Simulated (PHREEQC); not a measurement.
NaF is added in steps, without added water, to 1 kg of water holding 1.8 mmol/kgw HF, 0.17 mmol/kgw (CH3)4NF and 0.54 mmol/kgw H2SiF6, at 20 °C. Oxygen is held at 0.21 atm. CO2 is held at log p = -2 (atm). The run lets Quartz precipitate or redissolve, and no other solid.

Base run: PHREEQC, ion-association model, phreeqc.dat. Each further column changes one thing. The table gives H4SiO4 (mol/kgw).

```csv
NaF added (mol),base,Debye-Hückel limiting law,Davies equation for every ion,all activity coefficients set to 1,database wateq4f.dat
0,8.80e-5,8.80e-5,8.80e-5,8.80e-5,8.80e-5
0.000975,3.44e-5,3.43e-5,3.43e-5,3.64e-5,3.54e-5
0.001706,1.43e-5,1.42e-5,1.42e-5,1.53e-5,1.48e-5
0.002681,5.13e-6,5.10e-6,5.11e-6,5.52e-6,5.36e-6
0.003413,2.77e-6,2.75e-6,2.76e-6,3.00e-6,2.90e-6
0.004387,1.43e-6,1.42e-6,1.42e-6,1.57e-6,1.50e-6
0.005119,9.56e-7,9.46e-7,9.50e-7,1.06e-6,1.01e-6
0.006094,6.09e-7,6.02e-7,6.05e-7,6.82e-7,6.42e-7
0.006825,4.56e-7,4.50e-7,4.53e-7,5.16e-7,4.82e-7
0.0078,3.27e-7,3.22e-7,3.24e-7,3.74e-7,3.45e-7
```

(CH3)4N+ isn't in the database: it is added as a free cation with an ion size of 4 Å. SiF6-2 is the database's only silicon fluoride. phreeqc.dat and wateq4f.dat share most of their constants, so their agreement is no independent check. Solids allowed in the column 'database wateq4f.dat': Quartz, Nahcolite, Natron.
